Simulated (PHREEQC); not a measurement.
**Alkaline etch or developer: speciation**

A solution holds 0.004 mol/kgw LiOH, 5.2e-07 mol/kgw H4SiO4 and 0.18 mol/kgw (CH3)4NCl, at 25 °C. Closed to the air; pH follows from the charge balance.

Equilibrium calculation in PHREEQC: ion-association model, wateq4f.dat.

The pH is 11.46 and the ionic strength is 0.184 mol/kgw. The activity of water comes out as 0.994 and the total alkalinity is 4.00 meq/kg.

```
species   molality  activity   log γ
--------  --------  --------  ------
Cl-          0.180     0.129  -0.144
(CH3)4N+     0.180     0.130  -0.140
Li+        0.00400   0.00304  -0.119
OH-        0.00400   0.00285  -0.147
H3SiO4-    4.90e-7   3.55e-7  -0.140
H2SiO4-2   2.18e-8   6.93e-9  -0.497
H4SiO4     8.05e-9   8.40e-9   0.018
```

No solid was allowed to form. (CH3)4N+ isn't in the database: it is added as a free cation with an ion size of 4 Å.
